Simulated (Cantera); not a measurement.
A perfectly stirred reactor is fed with 15.6 % CO, 0.918 % H2, 17.6 % O2, 66.0 % N2, at 1.01 bar; it is adiabatic with a 550 K inlet, and is followed from long to short residence time, starting on the burning branch (τ in s: 0.12, 0.038, 0.012, 0.0036, 0.0011, 0.00035, 0.00011, 3.3e-05, 1e-05).

Detailed kinetics in Cantera: GRI-Mech 3.0 (53 species, 325 reactions).

### Question
Predict: blow-out, bracketed by the residence times tried; x(CO) at τ = 0.120 s; x(H2) at τ = 0.120 s; x(O2) at τ = 0.120 s; x(H) at τ = 0.120 s; x(H2O) at τ = 0.120 s; x(CO) at τ = 1.10 ms; x(H2) at τ = 1.10 ms; x(O2) at τ = 1.10 ms; x(H) at τ = 1.10 ms; x(H2O) at τ = 1.10 ms.

### Answer
```json
{
  "blow_out_bracketed_by_the_residence_times_tried": "burning at 1.10 ms, out at 0.350 ms",
  "x(CO) at τ = 0.120 s": "0.00306",
  "x(H2) at τ = 0.120 s": "3.73e-5",
  "x(O2) at τ = 0.120 s": "0.102",
  "x(H) at τ = 0.120 s": "4.54e-5",
  "x(H2O) at τ = 0.120 s": "0.00946",
  "x(CO) at τ = 1.10 ms": "0.0367",
  "x(H2) at τ = 1.10 ms": "0.000350",
  "x(O2) at τ = 1.10 ms": "0.113",
  "x(H) at τ = 1.10 ms": "0.00179",
  "x(H2O) at τ = 1.10 ms": "0.00771"
}
```
